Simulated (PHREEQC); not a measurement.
PHREEQC input (ion-association model, phreeqc.dat):

```
SOLUTION 0
  temp 40
  units mmol/kgw
  pH 7 charge
  Cl 240.81
  Zn 2.4
  Ca 29
  Mg 89
  O(0) 1 O2(g) -0.68
SOLUTION 1-30
  temp 40
  units mmol/kgw
  pH 7 charge
  S(6) 19
  Na 38
  Br 3.5
  K 3.5
  Cl 0.01
  O(0) 1 O2(g) -0.68
END
EXCHANGE 1-30
  X 0.22
  -equilibrate 1
END
SELECTED_OUTPUT 1
  -reset false
  -pH true
  -pe true
  -ionic_strength true
  -water true
  -step true
  -totals Br Ca Cl K Mg Na S Zn S(-2) S(6)
  -molalities ZnX2 CaX2 KX MgX2 NaX
  -saturation_indices Gypsum Halite Sylvite Zn(OH)2(e)
PRINT
  -reset false
TRANSPORT
  -cells 30
  -shifts 120
  -lengths 0.0333333
  -time_step 3600
  -dispersivities 0.08
  -boundary_conditions flux flux
  -correct_disp true
  -punch_cells 30
  -punch_frequency 4
END
```

Selected output (columns that matter, 12 of 31 rows; pore volumes added in front):

```
pore volumes	pH	mu	Br	Ca	Cl	K	Mg	Na	S	Zn	si_Gypsum	si_Halite	si_Sylvite	si_Zn(OH)2(e)
0	5.3907	0.057067	0.0035	0	1e-05	0.0035	0	0.038	0.019	0	-1000	-8.2055	-8.6487	-1000
0.4167	5.3841	0.059742	0.0034455	0	0.0037614	0.003759	0	0.040846	0.018704	0	-1000	-5.6013	-6.0448	-1000
0.6833	5.3111	0.094253	0.002759	2.0872e-23	0.050993	0.0070008	6.8637e-18	0.076696	0.014977	1.2103e-21	-20.953	-4.2223	-4.6695	-22.427
1.0833	5.1846	0.17559	0.0012084	6.6367e-09	0.15767	0.014945	3.7928e-06	0.15704	0.0065599	3.1042e-08	-6.9343	-3.4603	-3.893	-9.3043
1.4833	5.1169	0.24148	0.00039164	0.0016918	0.21387	0.042767	0.022289	0.12671	0.002126	0.00053176	-2.244	-3.4424	-3.3298	-5.2462
1.8833	5.0964	0.30722	0.00011189	0.010982	0.23311	0.037389	0.061907	0.048022	0.00060742	0.0016194	-2.1931	-3.8436	-3.3736	-4.8363
2.15	5.0926	0.32909	4.6916e-05	0.016254	0.23758	0.029001	0.074173	0.024336	0.00025469	0.0019679	-2.4521	-4.1354	-3.4823	-4.7686
2.55	5.0906	0.34527	1.2404e-05	0.021521	0.23996	0.018494	0.082714	0.0087026	6.7335e-05	0.0022131	-2.9421	-4.581	-3.6781	-4.7279
2.95	5.09	0.35246	3.2225e-06	0.024601	0.24059	0.011355	0.086166	0.003101	1.7493e-05	0.0023136	-3.4832	-5.0294	-3.8908	-4.7124
3.35	5.0898	0.35593	8.2968e-07	0.026403	0.24075	0.0068326	0.087647	0.0011036	4.504e-06	0.0023576	-4.0481	-5.4784	-4.1121	-4.7058
3.6167	5.0897	0.35724	3.3485e-07	0.027172	0.24079	0.0048344	0.088152	0.00055403	1.8177e-06	0.002373	-4.432	-5.7779	-4.2626	-4.7035
4.0167	5.0897	0.35843	8.5649e-08	0.02792	0.2408	0.0028548	0.088565	0.00019701	4.6495e-07	0.0023858	-5.0143	-6.2271	-4.4917	-4.7016
```

Away from 25 °C the constants follow the database's enthalpies or fits; those with neither stay at their 25 °C values.
